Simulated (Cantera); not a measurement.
Charge: 1 mol Pb, 8.1 mol H2, held at 698.15 K and 1.00 Torr.

These are equilibrium values from Cantera (NASA tables, ideal gas, pure condensed phases), not measurements of a reactor. Candidate condensed phases: Pb; 4 gas species. Rates play no part.

Base state: H2 1.000 (mole fractions); condensed: Pb(l).

Problem. What changes in the equilibrium state with this change: temperature from 698.15 K to 1448 K?

Solution. 
```csv
species,before,after
H2,1.000,0.890
Pb,7.67e-7,0.110
H,<1e-9,0.000238
"Pb(l), mol",1.000,0
```
